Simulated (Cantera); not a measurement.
An isothermal, constant-pressure homogeneous reactor starts with NH3 : N2 = 1 : 17 (molar parts), at 1323 K and 66000 Pa. Integrator tolerance rtol = 1e-08.

Detailed kinetics in Cantera: the gas-phase N/H chemistry of the illustrative SiF4/NH3 mechanism in the Surface Chemkin manual (1991). Walls and surfaces, which speed up NH3 decomposition in real reactors, are not modelled.

| quantity | before | after |
|---|---|---|
| x(NH3) at 40.0 s | 0.0528 (gas-phase equilibrium 1.56e-6) | 0.0315 (gas-phase equilibrium 7.63e-7) |
| x(H) at 40.0 s | 9.60e-8 (gas-phase equilibrium 5.52e-7) | 8.24e-8 (gas-phase equilibrium 4.32e-7) |
| x(N2) at 40.0 s | 0.943 (gas-phase equilibrium 0.921) | 0.966 (gas-phase equilibrium 0.952) |
| x(N2H4) at 40.0 s | 8.32e-9 (gas-phase equilibrium <1e-12) | 4.97e-9 (gas-phase equilibrium <1e-12) |
| x(NH2) at 40.0 s | 2.39e-6 (gas-phase equilibrium 2.03e-11) | 1.84e-6 (gas-phase equilibrium 1.27e-11) |
| x(N2H2) at 40.0 s | 7.14e-9 (gas-phase equilibrium <1e-12) | 4.47e-9 (gas-phase equilibrium <1e-12) |
| x(H2) at 40.0 s | 0.00393 (gas-phase equilibrium 0.0789) | 0.00261 (gas-phase equilibrium 0.0484) |

Problem. Name the change that produced these shifts.
(A) temperature 1323 to 1448 K
(B) temperature 1323 to 2423 K
(C) temperature 1323 to 1925 K
(D) N2 17 to 29 parts

Solution. D, N2 17 to 29 parts
